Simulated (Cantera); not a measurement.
An isothermal plug-flow reactor at 850 K and 1.00 atm (inlet), inlet velocity 2.3 m/s, active area per volume 1500 1/m; feed CO : O2 : N2 : H2O = 0.004 : 0.11 : 0.79 : 0.099 (molar parts).

Model: Deutschmann's 1995 Pt surface mechanism with GRI-Mech 3.0 gas chemistry, integrated in Cantera. Catalytic surfaces can have several steady states; this one follows from the mechanism file's or the stated starting coverage. Mass transfer to the wall is taken as infinitely fast.

x: gas mole fraction; θ: surface coverage.

| z (m) | x CO | x O2 | x H2O | x CO2 | θ free Pt | θ O* | θ OH* | θ CO* |
|---|---|---|---|---|---|---|---|---|
| 4.3e-05 | 0.00372 | 0.110 | 0.0987 | 0.000270 | 0.0859 | 0.905 | 0.00732 | 0.00148 |
| 7.2e-05 | 0.00356 | 0.109 | 0.0987 | 0.000432 | 0.0839 | 0.907 | 0.00725 | 0.00135 |
| 0.00012 | 0.00332 | 0.109 | 0.0987 | [?] | 0.0814 | 0.910 | 0.00715 | [?] |
| 0.0002 | 0.00298 | 0.109 | 0.0988 | 0.00101 | 0.0781 | 0.914 | 0.00702 | 0.000973 |
| 0.00033 | 0.00254 | 0.109 | 0.0988 | 0.00145 | 0.0745 | 0.918 | 0.00687 | 0.000751 |
| 0.00055 | 0.00198 | 0.109 | 0.0988 | 0.00201 | 0.0708 | 0.922 | 0.00671 | 0.000527 |
| 0.00093 | 0.00135 | 0.108 | 0.0988 | 0.00264 | 0.0672 | 0.926 | 0.00655 | 0.000323 |
| 0.0015 | 0.000802 | 0.108 | 0.0989 | 0.00319 | 0.0645 | 0.929 | 0.00643 | 0.000176 |
| 0.0026 | [?] | 0.108 | 0.0989 | 0.00368 | 0.0624 | 0.931 | 0.00634 | [?] |
| 0.0043 | 7.85e-5 | 0.108 | 0.0989 | 0.00392 | 0.0615 | 0.932 | 0.00629 | 1.56e-5 |

**Question.** Fill in the missing entries.

**Answer.** 
- 0.00012, x CO2: 0.000671
- 0.00012, θ CO*: 0.00118
- 0.0026, x CO: 0.000314
- 0.0026, θ CO*: 6.42e-5
